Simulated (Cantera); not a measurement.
Feed: 1 mol FeCl3, 2.5 mol H2O, 110 mol H2, at 1330 Pa.

Method: chemical equilibrium by Gibbs-energy minimisation in Cantera with the NASA 1993 tables (ideal gas, pure condensed phases). Candidate condensed phases: Fe, FeCl2, FeCl3, FeO, Fe(OH)2, Fe(OH)3, Fe2O3, Fe3O4, H2O; 22 gas species. The numbers say what is thermodynamically allowed, not how fast it happens.

log p: log10 of the partial pressure in bar; n: condensed amount in mol.

```json
[
 {"T (°C)": "802", "log p H2": "-1.90", "log p HCl": "-3.46", "log p H": "-8.78", "log p H2O": "-3.53", "log p Fe": "-12.35", "n Fe(α)": "0.980", "n Fe(γ)": "0", "n Fe(δ)": "0", "n Fe(l)": "0"},
 {"T (°C)": "902", "log p H2": "-1.90", "log p HCl": "-3.46", "log p H": "…", "log p H2O": "-3.53", "log p Fe": "…", "n Fe(α)": "0.972", "n Fe(γ)": "0", "n Fe(δ)": "0", "n Fe(l)": "0"},
 {"T (°C)": "1002", "log p H2": "-1.90", "log p HCl": "-3.47", "log p H": "-7.08", "log p H2O": "-3.53", "log p Fe": "-9.28", "n Fe(α)": "0", "n Fe(γ)": "0.964", "n Fe(δ)": "0", "n Fe(l)": "0"},
 {"T (°C)": "1102", "log p H2": "-1.90", "log p HCl": "-3.47", "log p H": "-6.41", "log p H2O": "-3.53", "log p Fe": "-8.09", "n Fe(α)": "0", "n Fe(γ)": "0.954", "n Fe(δ)": "0", "n Fe(l)": "0"},
 {"T (°C)": "1202", "log p H2": "-1.90", "log p HCl": "-3.47", "log p H": "-5.84", "log p H2O": "-3.53", "log p Fe": "-7.06", "n Fe(α)": "0", "n Fe(γ)": "0.944", "n Fe(δ)": "0", "n Fe(l)": "0"},
 {"T (°C)": "1302", "log p H2": "-1.90", "log p HCl": "-3.47", "log p H": "-5.33", "log p H2O": "-3.53", "log p Fe": "-6.17", "n Fe(α)": "0", "n Fe(γ)": "0.929", "n Fe(δ)": "0", "n Fe(l)": "0"},
 {"T (°C)": "1402", "log p H2": "-1.90", "log p HCl": "-3.48", "log p H": "…", "log p H2O": "-3.53", "log p Fe": "…", "n Fe(α)": "0", "n Fe(γ)": "0", "n Fe(δ)": "…", "n Fe(l)": "0"},
 {"T (°C)": "1502", "log p H2": "-1.90", "log p HCl": "-3.48", "log p H": "-4.49", "log p H2O": "-3.54", "log p Fe": "-4.69", "n Fe(α)": "0", "n Fe(γ)": "0", "n Fe(δ)": "0.742", "n Fe(l)": "0"},
 {"T (°C)": "1602", "log p H2": "-1.90", "log p HCl": "-3.49", "log p H": "-4.13", "log p H2O": "-3.54", "log p Fe": "-4.09", "n Fe(α)": "0", "n Fe(γ)": "0", "n Fe(δ)": "0", "n Fe(l)": "0.211"},
 {"T (°C)": "1702", "log p H2": "-1.91", "log p HCl": "-3.48", "log p H": "-3.82", "log p H2O": "-3.54", "log p Fe": "-3.96", "n Fe(α)": "0", "n Fe(γ)": "0", "n Fe(δ)": "0", "n Fe(l)": "0"},
 {"T (°C)": "1802", "log p H2": "-1.91", "log p HCl": "-3.48", "log p H": "-3.53", "log p H2O": "-3.54", "log p Fe": "-3.95", "n Fe(α)": "0", "n Fe(γ)": "0", "n Fe(δ)": "0", "n Fe(l)": "0"}
]
```

What belongs in the gaps?


- 902, log p H: -7.86
- 902, log p Fe: -10.68
- 1402, log p H: -4.88
- 1402, log p Fe: -5.38
- 1402, n Fe(δ): 0.890
